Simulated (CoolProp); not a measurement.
A single-stage vapour-compression cycle with R22: evaporating at 307.15 K (dew point), condensing at 356.15 K (bubble point), superheat 2 K, subcooling 0 K, compressor efficiency 0.9, no pressure losses. Each further row changes one setting.

Model: reference Helmholtz-energy equation of state, Kamei 1995, in CoolProp.

| case | cooling COP | pressure ratio | discharge temperature (K) | refrigerating effect (kJ/kg) | volumetric capacity (kJ/m³) |
|---|---|---|---|---|---|
| as stated | … | 2.94 | 379.1 | 101 | 5610 |
| evaporating temperature 312.15 K | 4.00 | 2.60 | … | … | 6460 |
| condensing temperature 351.15 K | … | 2.67 | 372.1 | 110 | 6140 |
| subcooling 5 K | 3.82 | 2.94 | 379.1 | … | 6200 |
| superheat 12 K | 3.51 | 2.94 | 388.7 | 110 | 5730 |
| compressor efficiency 0.8 | … | 2.94 | 382.2 | 101 | 5610 |

Fill in the missing entries.


- as stated, cooling COP: 3.46
- evaporating temperature 312.15 K, discharge temperature (K): 376.9
- evaporating temperature 312.15 K, refrigerating effect (kJ/kg): 102
- condensing temperature 351.15 K, cooling COP: 4.17
- subcooling 5 K, refrigerating effect (kJ/kg): 111
- compressor efficiency 0.8, cooling COP: 3.07
